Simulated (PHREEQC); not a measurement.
A solution holds 0.58 mmol/kgw LiF, 0.14 mmol/kgw CdSO4 and 2.8 mmol/kgw NiSO4, at 20 °C. Closed to the air; pH follows from the charge balance.

All values are PHREEQC results (ion-association model, wateq4f.dat), not measurements.

Each row changes one thing in this solution. Precipitation was switched off in this run.

| case | pH | ionic strength (mol/kgw) | SO4-2 (mol/kgw) | Ni+2 (mol/kgw) | NiSO4 (mol/kgw) | Cd+2 (mol/kgw) | SI of Morenosite (NiSO4:7H2O) |
|---|---|---|---|---|---|---|---|
| as made | 6.52 | 0.0103 | 0.00244 | 0.00232 | 0.000463 | 0.000107 | -3.21 |
| LiF replaced by LiNO3 at the same molality | 6.42 | 0.0103 | 0.00244 | 0.00233 | 0.000465 | 0.000107 | -3.21 |
| CdSO4 from 0.00014 to 7e-05 mol/kgw | 6.52 | 0.0101 | 0.00239 | 0.00232 | 0.000458 | 5.35e-5 | -3.21 |
| CdSO4 from 0.00014 to 0.00021 mol/kgw | 6.52 | 0.0105 | 0.00249 | 0.00231 | 0.000468 | 0.000160 | -3.20 |
| diluted 100-fold with water | 7.01 | 0.000123 | 2.92e-5 | 2.78e-5 | 1.37e-7 | 1.39e-6 | -6.74 |
| CdSO4 from 0.00014 to 0.00028 mol/kgw | 6.52 | 0.0107 | 0.00253 | 0.00231 | 0.000473 | 0.000212 | -3.20 |
| temperature from 20 to 80 °C | 5.91 | 0.00977 | 0.00231 | 0.00219 | 0.000592 | 0.000102 | -3.67 |
| LiF from 0.00058 to 0.0029 mol/kgw | 6.72 | 0.0126 | 0.00246 | 0.00229 | 0.000428 | 0.000107 | -3.24 |
| NiSO4 from 0.0028 to 0.00252 mol/kgw | 6.54 | 0.00947 | 0.00223 | 0.00211 | 0.000396 | 0.000108 | -3.28 |

Some of these states are supersaturated (in Ni(OH)2, for instance). In wateq4f.dat the enthalpy of Ni(OH)2 has the wrong sign, so its saturation index can't be trusted away from 25 °C. Away from 25 °C the constants follow the database's enthalpies or fits; those with neither stay at their 25 °C values.
